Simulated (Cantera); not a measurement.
An adiabatic, constant-pressure homogeneous reactor starts with 7.51 % CH3OH, 19.5 % O2, 73.0 % N2, equivalence ratio 0.58, at 1425 K and 13.0 bar.

Cantera simulation using GRI-Mech 3.0 (53 species, 325 reactions); the numbers are that mechanism's predictions, not measurements. GRI-Mech 3.0 was tuned for natural gas; its chemistry of methanol as a main component is partial and can be far from experiment. The pressure lies above the range GRI-Mech 3.0 was tuned for (to about 10 atm).

Problem. Predict: time of steepest temperature rise; temperature at 0.400 s; equilibrium temperature; x(O2) at 0.400 s; x(NO) at 0.400 s; x(N2O) at 0.400 s; x(NO2) at 0.400 s.

Solution. 
```
Item                                                                 Value
---------------------------------  ---------------------------------------
time of steepest temperature rise                                  65.9 µs
temperature at 0.400 s                                              2545 K
equilibrium temperature                                             2545 K
x(O2) at 0.400 s                     0.0713 (gas-phase equilibrium 0.0713)
x(NO) at 0.400 s                     0.0136 (gas-phase equilibrium 0.0136)
x(N2O) at 0.400 s                  2.56e-6 (gas-phase equilibrium 2.56e-6)
x(NO2) at 0.400 s                  2.43e-5 (gas-phase equilibrium 2.43e-5)
```
